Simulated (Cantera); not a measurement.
**Thermodynamics of iron carbonyl, mercury and lead vapours, feed HgO + H2 + N2**

A closed system holds: 1 mol HgO, 0.072 mol H2, a varied amount of N2, held at 377 °C and 3600 Pa.

Cantera equilibrium calculation (NASA polynomials, part measured and part estimated; ideal gas, pure solids and liquids). Candidate condensed phases: H2O, Hg, HgO; 25 gas species. Rates play no part.

From 1 mol N2 to 29 mol N2 nothing is condensed. The main Hg-bearing gas is Hg throughout.

```tsv
n(N2) (mol)	x N2	x Hg	x O2	x H2O
1	0.394	0.394	0.183	0.0284
1.5	0.494	0.329	0.153	0.0237
2.2	0.589	0.268	0.124	0.0193
3.1	0.669	0.216	0.100	0.0155
4.5	0.746	0.166	0.0769	0.0119
6.6	0.811	0.123	0.0570	0.00885
9.5	0.861	0.0906	0.0420	0.00652
14	0.901	0.0644	0.0299	0.00463
20	0.929	0.0464	0.0215	0.00334
29	0.950	0.0327	0.0152	0.00236
```
x: gas mole fraction; nothing condenses.
